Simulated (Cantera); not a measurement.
# NO annealing gas

An isothermal, constant-pressure homogeneous reactor starts with NO : N₂ = 1 : 17 (molar parts), at 2075 K and 0.220 bar.

Model: GRI-Mech 3.0 (53 species, 325 reactions), integrated in Cantera.

```tsv
t (s)	x NO	x N₂	x N₂O	x NO₂	x O	x O₂
0.000100	0.0556	0.944	1.28e-7	1.14e-9	1.38e-7	1.79e-10
0.000333	0.0556	0.944	3.85e-7	9.31e-9	4.93e-7	2.08e-9
0.00111	0.0556	0.944	9.47e-7	5.56e-8	1.95e-6	2.65e-8
0.00368	0.0555	0.944	1.47e-6	2.63e-7	8.06e-6	3.73e-7
0.0123	0.0555	0.944	1.52e-6	9.65e-7	2.89e-5	5.15e-6
0.0408	0.0554	0.945	1.50e-6	2.37e-6	7.30e-5	6.06e-5
0.136	0.0547	0.945	1.46e-6	3.15e-6	9.83e-5	0.000392
0.452	0.0521	0.946	1.33e-6	4.11e-6	0.000132	0.00167
1.50	0.0420	0.951	8.74e-7	5.60e-6	0.000218	0.00667
5.00	0.0160	0.964	2.02e-7	3.51e-6	0.000353	0.0196
```
x: mole fraction; the columns are a selection and need not sum to one.

Equilibrium at this temperature and pressure: NO 0.00364, N₂ 0.970, N₂O 1.06e-7, NO₂ 9.13e-7, O 0.000401, O₂ 0.0257 (gas phase only).
